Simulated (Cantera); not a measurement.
A jet of 2.42 % CH4, 6.67 % O2, 90.9 % N2, equivalence ratio 0.72 at 300 K and 25.5 Torr hits a platinum plate 6.3 cm away at a mass flux of 0.028 kg/m²/s; the plate temperature is set and raised in steps from an oxygen-covered start.

Computed with Cantera and Deutschmann's 1995 Pt surface mechanism with GRI-Mech 3.0 gas chemistry. Catalytic surfaces can have several steady states; this one follows from the mechanism file's or the stated starting coverage.

x: mole fraction at the wall; θ: surface coverage.

```csv
plate T (K),wall x CH4,wall x O2,wall x H2O,wall x OH,wall x CO,wall x CO2,θ free Pt,θ O*
850,0.0172,0.0520,0.0130,<1e-8,5.89e-6,0.00848,0.222,0.777
900,0.0133,0.0437,0.0203,?,6.63e-6,0.0132,0.306,0.693
950,0.0100,0.0368,0.0263,?,7.15e-6,0.0172,0.393,0.606
1000,0.00769,0.0319,0.0306,?,7.71e-6,0.0200,0.478,0.521
1050,0.00608,0.0285,0.0335,?,8.49e-6,0.0219,0.558,0.441
1100,0.00499,0.0263,0.0355,?,9.66e-6,0.0232,0.632,0.368
1150,0.00424,0.0247,0.0368,?,1.13e-5,0.0241,0.698,0.302
```

### Question
Fill in the missing entries.

### Answer

- 900, wall x OH: 3.65e-8
- 950, wall x OH: 1.12e-7
- 1000, wall x OH: 2.97e-7
- 1050, wall x OH: 6.94e-7
- 1100, wall x OH: 1.48e-6
- 1150, wall x OH: 2.89e-6
